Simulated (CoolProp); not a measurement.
Saturated liquid density (kg/m³) of R1234ze(E): the reference equation beside estimates from Tc = 382.5 K, pc = 36.35 bar, ω = 0.313. Rackett uses Z = 0.29056 − 0.08775 ω.

Values from CoolProp's reference Helmholtz-energy equation of state, Thol 2016.

| T (K) | reference | Rackett | van der Waals |
|---|---|---|---|
| 203.8 | 1424 | 1451 | 838.5 |
| 206.9 | 1416 | 1443 | 834.4 |
| 209.9 | 1409 | 1435 | 830.5 |
| 212.9 | 1401 | 1428 | 826.5 |
| 216 | 1393 | 1420 | 822.3 |
| 219 | 1386 | 1412 | 818.2 |
| 222 | 1378 | 1404 | 814.0 |
| 225.1 | 1370 | 1396 | 809.7 |
| 228.1 | 1363 | 1388 | 805.4 |
| 231.2 | 1355 | 1380 | 801.0 |
| 234.2 | 1347 | 1372 | 796.6 |
| 237.2 | 1339 | 1364 | 792.2 |

Absolute difference from the reference over all 12 rows, mean and median: Rackett 1.9 and 1.9 %, van der Waals 41.0 and 40.9 %.
